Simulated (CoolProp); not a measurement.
Oxygen at 308.69 K and 17.1 MPa flows at 13 m/s in a round tube of 12.7 mm bore and 1.5 µm roughness, fully developed (64/Re and Nu = 3.66 if laminar; Colebrook and Gnielinski if turbulent). Each further row changes one setting.

The numbers come from the reference Helmholtz-energy equation of state, Schmidt 1985 in CoolProp.

```csv
case,Reynolds number,Darcy friction factor,pressure drop (Pa/m),heat-transfer coefficient (W/(m² K)),mass flow (kg/h)
as stated,1410000,0.0134,19800,6010,1320
velocity 26 m/s,2830000,0.0129,76600,11600,2640
diameter 25.4 mm,2830000,0.0117,8700,5250,5290
```

Above 300 K oxygen's equation is extrapolated.

Viscosity comes from a separate model (Lemmon 2004). Thermal conductivity comes from a separate model (Lemmon 2004).
